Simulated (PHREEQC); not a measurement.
Solution (25 °C): 0.1 mol CaCl2, 0.0033 mol Na2SO4 and 0.27 mol KCl per kg of water. Closed to the air; pH follows from the charge balance.

Model: Pitzer model, pitzer.dat, run in PHREEQC.

**Question.** The ionic strength comes out as 0.580 mol/kgw. What activity coefficients do Na+, K+, SO4-2, Cl-, Ca+2 get?

**Answer.** Na+ 0.70, K+ 0.66, SO4-2 0.082, Cl- 0.64, Ca+2 0.23. Single-ion values are on the MacInnes scale.

Precipitation was switched off in this run. Complexes and solids missing from the database can't appear.
